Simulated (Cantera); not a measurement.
Charge: 1 mol B2H6, a varied amount of H2O, equilibrated at 2.85 Torr.

Equilibrium computed with Cantera from the NASA thermochemical tables; the gas is ideal and each condensed phase is pure. Candidate condensed phases: B, B2O3, B3O3H3, H2O; 23 gas species. The feed counts by its element totals alone. Mutual solubility and eutectic melting of coexisting phases are not modelled. Gases not in the tables: H3BO3. Equilibrium is a limit: real reactors are often held back by kinetics, nucleation or transport.

Problem. What condenses at these points (T in K, n(H2O) in mol): (1250, 0.42); (1650, 2.2); (1450, 2.2); (1550, 3.8); (1950, 6.6); (1950, 0.42); (1650, 0.24)?

Solution. 
```tsv
T (K)	n(H2O) in mol	condensed phases	B condensed (%)
1250	0.42	B + B2O3	99.4
1650	2.2	gas only	0.0
1450	2.2	B + B2O3	84.7
1550	3.8	B2O3	40.7
1950	6.6	gas only	0.0
1950	0.42	B	78.9
1650	0.24	B	88.1
```
